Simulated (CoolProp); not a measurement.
Vapour-liquid equilibrium of ethylene (1) + 1-butene (2) at 0.114 MPa; x and y are mole fractions of (1).

Computed with CoolProp (multi-fluid Helmholtz-energy mixture model, Smukala 2000 and Lemmon 2005; pair parameters Bell 2016).

Give the bubble temperature and the first vapour's composition at x = 0.05, 0.2, 0.95. Is there an azeotrope?

x = 0.05: 241.4 K, y = 0.713; x = 0.2: 204.9 K, y = 0.971; x = 0.95: 172.3 K, y = 1.000. No azeotrope shows between x = 0.05 and 0.95.

Pair parameters are fitted to limited data, so mixtures are less certain than the pure fluids. The gap from Raoult's law changes sign with composition, which may be real or a fault of the pair parameters; it wasn't checked against measurements.
